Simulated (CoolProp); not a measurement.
Vapour-liquid equilibrium of R1234ze(E) (1) + R227EA (2) at 344 K; x and y are mole fractions of (1).

Computed with CoolProp (multi-fluid Helmholtz-energy mixture model, Thol 2016 and Lemmon 2016; pair parameters Bell 2023).

**Question.** Give the bubble pressure and the first vapour's composition at x = 0.2, 0.425, 0.875. Is there an azeotrope?

**Answer.** x = 0.2: 15.60 bar, y = 0.212; x = 0.425: 16.00 bar, y = 0.439; x = 0.875: 16.41 bar, y = 0.876. No azeotrope shows between x = 0.05 and 0.95.

Pair parameters are fitted to limited data, so mixtures are less certain than the pure fluids.
